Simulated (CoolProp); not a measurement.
Decamethyltetrasiloxane (MD2M) along the isobar 101 kPa: fugacity coefficient from the reference equation and from simpler models built on Tc = 599.4 K, pc = 1144 kPa, ω = 0.635; each cubic takes its own stable root.

Values from CoolProp's reference Helmholtz-energy equation of state, Thol 2017.

```json
[
 {"T (K)": "276.3", "phase": "liquid", "reference": "7.682e-5"},
 {"T (K)": "285.3", "phase": "liquid", "reference": "0.0001778"},
 {"T (K)": "294.3", "phase": "liquid", "reference": "0.0003855"},
 {"T (K)": "303.3", "phase": "liquid", "reference": "0.0007877"},
 {"T (K)": "312.3", "phase": "liquid", "reference": "0.001526"},
 {"T (K)": "321.3", "phase": "liquid", "reference": "0.002817"},
 {"T (K)": "330.3", "phase": "liquid", "reference": "0.004979"},
 {"T (K)": "339.3", "phase": "liquid", "reference": "0.008454"},
 {"T (K)": "348.3", "phase": "liquid", "reference": "0.01384"},
 {"T (K)": "357.4", "phase": "liquid", "reference": "0.02203"},
 {"T (K)": "366.4", "phase": "liquid", "reference": "0.03383"},
 {"T (K)": "375.4", "phase": "liquid", "reference": "0.05052"},
 {"T (K)": "384.4", "phase": "liquid", "reference": "0.07352"},
 {"T (K)": "393.4", "phase": "liquid", "reference": "0.1045"}
]
```

Q: How far does each simpler model (van der Waals, Soave-Redlich-Kwong, Peng-Robinson) lie from the reference over these 14 states: mean and median of the absolute difference, and the worst?

A: 
- van der Waals: mean 38922.5 %, median 9409.2 %, worst +230308.7 % at 276.3 K and 101 kPa
- Soave-Redlich-Kwong: mean 11.3 %, median 7.8 %, worst +34.1 % at 276.3 K and 101 kPa
- Peng-Robinson: mean 28.7 %, median 21.9 %, worst +75.7 % at 276.3 K and 101 kPa

At some of these states van der Waals gives the other phase, because its saturation line lies elsewhere.
